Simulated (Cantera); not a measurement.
A perfectly stirred reactor is fed with H2 : O2 : N2 = 0.083 : 1 : 2.3 (molar parts), at 2670 Pa; it is held at 1200 K, and followed from long to short residence time.

Cantera simulation using the H2/O2 subset of GRI-Mech 3.0, which has no nitrogen chemistry; the numbers are that mechanism's predictions, not measurements. Radical loss at walls, strong at low pressure, is not modelled.

x: mole fraction; the columns are a selection and need not sum to one.

| τ (s) | x H2 | x O2 | x H2O | x H | x O | x H2O2 |
|---|---|---|---|---|---|---|
| 17 | 1.83e-5 | 0.287 | 0.0247 | ? | 0.000173 | 2.39e-8 |
| 4.7 | 4.09e-5 | 0.287 | 0.0246 | ? | 0.000405 | 3.58e-8 |
| 1.3 | 8.96e-5 | 0.286 | 0.0245 | ? | 0.000928 | 4.96e-8 |
| 0.38 | 0.000186 | 0.285 | 0.0242 | ? | 0.00199 | 6.28e-8 |
| 0.11 | 0.000382 | 0.284 | 0.0235 | ? | 0.00400 | 7.44e-8 |
| 0.030 | 0.000795 | 0.282 | 0.0222 | ? | 0.00712 | 8.52e-8 |
| 0.0084 | 0.00168 | 0.281 | 0.0201 | ? | 0.00959 | 1.03e-7 |

### Question
Some entries are withheld; supply them.

### Answer

- 17, x H: 7.05e-6
- 4.7, x H: 2.53e-5
- 1.3, x H: 8.89e-5
- 0.38, x H: 0.000285
- 0.11, x H: 0.000843
- 0.030, x H: 0.00216
- 0.0084, x H: 0.00396
